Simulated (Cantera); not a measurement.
A closed system holds: 1 mol Si, 1.1 mol Cl2, 5.1 mol H2, equilibrated at 1.80 bar.

Method: chemical equilibrium by Gibbs-energy minimisation in Cantera with the NASA 1993 tables (ideal gas, pure condensed phases). Candidate condensed phases: Si; 19 gas species. Kinetics and transport are ignored.

Over these rows the condensed part is Si(s). Partial pressures as log10 of bar:

| T (K) | 1000/T (1/K) | log p SiCl2 | log p H2 | log p SiCl4 | log p SiHCl3 |
|---|---|---|---|---|---|
| 700 | 1.4286 | -7.15 | 0.20 | -0.96 | -1.05 |
| 800 | 1.2500 | -5.65 | 0.20 | -0.96 | -1.07 |
| 900 | 1.1111 | -4.50 | 0.20 | -0.96 | -1.08 |
| 1000 | 1.0000 | ? | 0.20 | -0.96 | -1.10 |
| 1100 | 0.9091 | -2.84 | 0.20 | -0.97 | -1.13 |
| 1200 | 0.8333 | -2.24 | 0.19 | -1.01 | -1.17 |

Task: Fit log p(SiCl2) = a + b·(1000/T) to the five rows, give the apparent enthalpy, and predict the row at 1000 K.

Result: Means: 1000/T = 1.1064, log p = -4.476. Sxy = -1.963696, Sxx = 0.2379668, so b = -8.25 and a = -4.476 − (-8.25)×1.1064 = 4.65.
Apparent enthalpy: −19.145 × (-8.25) = 158 kJ/mol. With the condensed phases at unit activity, 1/2 Si(s) + 1/2 SiCl4(g) = SiCl2(g) links this pressure to the main gases: over the six rows their terms move log p by -0.03 in all, so the slope is close to that reaction's ΔH°. The five rows lie within 0.02 of the line.
Prediction at 1000 K: 4.65 + (-8.25)×1.0000 = -3.60. The computed value is -3.58, 0.02 from the line.
